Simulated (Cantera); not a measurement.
Feed: 1 mol CH3SiH3, 0.01 mol C3H8, 2.2 mol H2, at 1.30 mbar.

These are equilibrium values from Cantera (NASA tables, ideal gas, pure condensed phases), not measurements of a reactor. Candidate condensed phases: C, C6H6, C7H8, C8H18, Si, SiC; 87 gas species. The feed counts by its element totals alone. Gases not in the tables: Si2H6 and higher silanes. Equilibrium is a limit: real reactors are often held back by kinetics, nucleation or transport.

x: gas mole fraction; n: condensed amount in mol.

| T (°C) | x H2 | x H | x Si | x SiC2 | x Si2C | x C2H2 (acetylene) | x C3 | n C(graphite) | n SiC(s) |
|---|---|---|---|---|---|---|---|---|---|
| 1000 | 1.000 | 1.98e-5 | 3.56e-11 | <1e-12 | <1e-12 | ? | <1e-12 | 0.0299 | 1.00 |
| 1150 | 1.000 | 0.000184 | 6.24e-9 | 5.43e-12 | 5.01e-12 | ? | <1e-12 | 0.0299 | 1.00 |
| 1300 | 0.999 | 0.00113 | 4.05e-7 | 1.28e-9 | 1.06e-9 | ? | <1e-12 | 0.0298 | 1.000 |
| 1450 | 0.995 | 0.00504 | 1.26e-5 | 1.15e-7 | 8.72e-8 | ? | 7.52e-12 | 0.0291 | 1.000 |
| 1600 | 0.982 | 0.0177 | 0.000225 | 4.94e-6 | 3.47e-6 | ? | 7.51e-10 | 0.0280 | 0.999 |
| 1750 | 0.945 | 0.0512 | 0.00261 | 0.000120 | 7.88e-5 | ? | 3.73e-8 | 0.0351 | 0.984 |
| 1900 | 0.850 | 0.123 | 0.0215 | 0.00186 | 0.00115 | ? | 1.07e-6 | 0.130 | 0.851 |
| 2050 | 0.624 | 0.239 | 0.109 | 0.0163 | 0.00773 | ? | 1.96e-5 | 0.703 | 0 |
| 2200 | 0.453 | 0.416 | 0.0987 | 0.0237 | 0.00194 | ? | 0.000250 | 0.561 | 0 |
| 2350 | 0.272 | 0.609 | 0.0804 | 0.0292 | 0.000451 | ? | 0.00236 | 0.319 | 0 |

Question: What belongs in the gaps?

Answer: 
- 1000, x C2H2 (acetylene): 3.72e-7
- 1150, x C2H2 (acetylene): 3.43e-6
- 1300, x C2H2 (acetylene): 2.06e-5
- 1450, x C2H2 (acetylene): 9.00e-5
- 1600, x C2H2 (acetylene): 0.000306
- 1750, x C2H2 (acetylene): 0.000844
- 1900, x C2H2 (acetylene): 0.00188
- 2050, x C2H2 (acetylene): 0.00302
- 2200, x C2H2 (acetylene): 0.00437
- 2350, x C2H2 (acetylene): 0.00481
